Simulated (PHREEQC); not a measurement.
Metal-bearing waste water: an equilibrium model

Solution (13 °C): 0.0012 mol CuSO4, 0.126 mol CaCl2, 0.00086 mol HCl and 0.0091 mol NaCl per kg of water. Closed to the air; pH follows from the charge balance.

The numbers come from PHREEQC with the ion-association model, phreeqc.dat.

| Quantity | Result |
|---|---|
| pH | 3.18 |
| ionic strength | 0.390 mol/kgw |
| activity of water | 0.993 |
| specific conductance | 17500 µS/cm |
| density | 1.012 g/cm³ |
| total alkalinity | -0.860 meq/kg |

```tsv
species	molality	activity	log γ
Cl-	0.262	0.176	-0.173
Ca+2	0.125	0.0350	-0.554
Na+	0.00910	0.00661	-0.138
Cu+2	0.00108	0.000295	-0.562
H+	0.000848	0.000658	-0.110
CaSO4	0.000642	0.000703	0.039
SO4-2	0.000534	0.000124	-0.634
CuCl+	0.000112	7.57e-5	-0.172
```

No solid was allowed to form. Constants without temperature data keep their 25 °C values here.
